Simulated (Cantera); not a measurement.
Input: 1 mol MgO, 1.2 mol SiCl₄, 0.12 mol O₂, held at 225 Torr.

Cantera equilibrium calculation (NASA polynomials, part measured and part estimated; ideal gas, pure solids and liquids). Candidate condensed phases: Mg, MgCl₂, MgO, MgSiO₃, Mg₂SiO₄, Si, SiO₂; 20 gas species. Mutual solubility and eutectic melting of coexisting phases are not modelled. The tables hold silica as quartz up to 1696 K and as liquid above; real silica turns to tridymite and cristobalite and melts near 1996 K. Condensed phases not in the tables: alloys, solid solutions and most ternary compounds. Kinetics and transport are ignored.

log p: log10 of the partial pressure in bar; n: condensed amount in mol.

```
T (K)  log p SiCl₄  log p Cl₂  log p MgCl₂  log p Cl  log p SiCl₃  log p ClO  n MgCl₂(s)  n SiO₂(α-quartz)  n SiO₂(β-quartz)  n MgCl₂(l)
-----  -----------  ---------  -----------  --------  -----------  ---------  ----------  ----------------  ----------------  ----------
625          -0.67      -1.06       -11.22     -7.81         <-12       <-12        1.00             0.620                 0           0
675          -0.67      -1.06        -9.72     -7.05         <-12       <-12        1.00             0.620                 0           0
725          -0.67      -1.06        -8.42     -6.39         <-12       <-12        1.00             0.620                 0           0
775          -0.67      -1.06        -7.30     -5.82         <-12       <-12        1.00             0.620                 0           0
825          -0.67      -1.06        -6.32     -5.31       -12.31       <-12       1.000             0.620                 0           0
875          -0.67      -1.06          [?]       [?]       -11.33       <-12       1.000                 0             0.620           0
925          -0.67      -1.06        -4.69     -4.46       -10.46     -12.02       1.000                 0             0.620           0
975          -0.67      -1.06        -4.01     -4.11        -9.68     -11.37       1.000                 0             0.620           0
1025         -0.67      -1.06        -3.48     -3.78        -8.98     -10.79           0                 0             0.620       0.999
1075         -0.67      -1.06        -3.02     -3.49        -8.34     -10.26           0                 0             0.620       0.997
1125         -0.68      -1.06        -2.61     -3.22        -7.76      -9.77           0                 0             0.620       0.993
1175         -0.68      -1.07          [?]       [?]        -7.23        [?]           0                 0             0.620       0.984
1225         -0.69      -1.08        -1.91     -2.75        -6.75      -8.94           0                 0             0.620       0.964
```

Problem. Some entries are withheld; supply them.

Solution. 
- 1175, log p MgCl₂: -2.24
- 1175, log p Cl: -2.98
- 1175, log p ClO: -9.34
- 875, log p MgCl₂: -5.46
- 875, log p Cl: -4.86
